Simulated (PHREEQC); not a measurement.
1 kg of water holding 0.058 mol/kgw K2SO4 and 0.48 mol/kgw K2CO3 is evaporated at 90 °C; the solids stay in contact with the brine. The system is closed to CO2. Solids allowed: Arcanite, Kalicinite, Misenite. Others were left out.

The series has 13 steps of water left (kg), from 1 to 0.09541.

Model: Pitzer model, pitzer.dat, run in PHREEQC.

### Question
Which solids form, in which order, and at which step of the series does each first stand?

### Answer
Arcanite from water left = 0.2536 kg (pH 11.28).

Constants without temperature data keep their 25 °C values here.
